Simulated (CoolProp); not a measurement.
Vapour-liquid equilibrium of CH2F2 (R32) (1) + R134a (2) at 5.11 bar; x and y are mole fractions of (1).

Values from CoolProp's multi-fluid Helmholtz-energy mixture model, Tillner-Roth 1997 and Tillner-Roth 1994; pair parameters Lemmon 2004.

| x | bubble temperature, mixture model (°C) | bubble temperature, Raoult's law (°C) | y, mixture model | y, Raoult's law |
|---|---|---|---|---|
| 0.05 | 14.0 | 14.0 | 0.110 | 0.122 |
| 0.125 | 10.7 | 10.6 | 0.253 | 0.276 |
| 0.2 | 7.7 | 7.5 | 0.374 | 0.402 |
| 0.275 | 5.0 | 4.8 | 0.477 | 0.508 |
| 0.35 | 2.4 | 2.2 | 0.565 | 0.597 |
| 0.425 | … | -0.2 | 0.642 | 0.673 |
| 0.5 | … | -2.4 | 0.709 | 0.737 |
| 0.575 | -4.2 | -4.4 | 0.767 | 0.793 |
| 0.65 | -6.1 | -6.3 | … | 0.841 |
| 0.725 | … | -8.1 | … | 0.884 |
| 0.8 | -9.6 | -9.7 | 0.908 | 0.921 |
| 0.875 | -11.2 | -11.3 | 0.946 | 0.953 |
| 0.95 | … | -12.8 | 0.979 | 0.982 |

Question: Complete the blanks.

Answer: 
- 0.425, bubble temperature, mixture model (°C): 0.1
- 0.5, bubble temperature, mixture model (°C): -2.1
- 0.65, y, mixture model: 0.820
- 0.725, bubble temperature, mixture model (°C): -7.9
- 0.725, y, mixture model: 0.866
- 0.95, bubble temperature, mixture model (°C): -12.7

The largest gap from Raoult's law is +0.3 K in bubble temperature, at x = 0.5. No azeotrope shows between x = 0.05 and 0.95.

Pair parameters are fitted to limited data, so mixtures are less certain than the pure fluids.
